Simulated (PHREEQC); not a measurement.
Dissolve 0.14 mol HCl and 0.11 mol MnSO4 per kg of water at 58 °C. Closed to the air; pH follows from the charge balance.

Model: ion-association model, phreeqc.dat, run in PHREEQC.

pH: 1.26
ionic strength: 0.328 mol/kgw
activity of water: 0.993
density: 1.001 g/cm³
total alkalinity: -140 meq/kg

```json
[
 {"species": "Cl-", "molality": "0.129", "activity": "0.0859", "log γ": "-0.178"},
 {"species": "Mn+2", "molality": "0.0760", "activity": "0.0200", "log γ": "-0.580"},
 {"species": "H+", "molality": "0.0719", "activity": "0.0552", "log γ": "-0.114"},
 {"species": "HSO4-", "molality": "0.0681", "activity": "0.0488", "log γ": "-0.144"},
 {"species": "MnSO4", "molality": "0.0237", "activity": "0.0255", "log γ": "0.033"},
 {"species": "SO4-2", "molality": "0.0182", "activity": "0.00407", "log γ": "-0.650"},
 {"species": "MnCl+", "molality": "0.0101", "activity": "0.00699", "log γ": "-0.159"},
 {"species": "MnCl2", "molality": "0.000243", "activity": "0.000262", "log γ": "0.033"},
 {"species": "MnCl3-", "molality": "8.94e-6", "activity": "6.20e-6", "log γ": "-0.159"}
]
```

No solid was allowed to form. Away from 25 °C the constants follow the database's enthalpies or fits; those with neither stay at their 25 °C values.
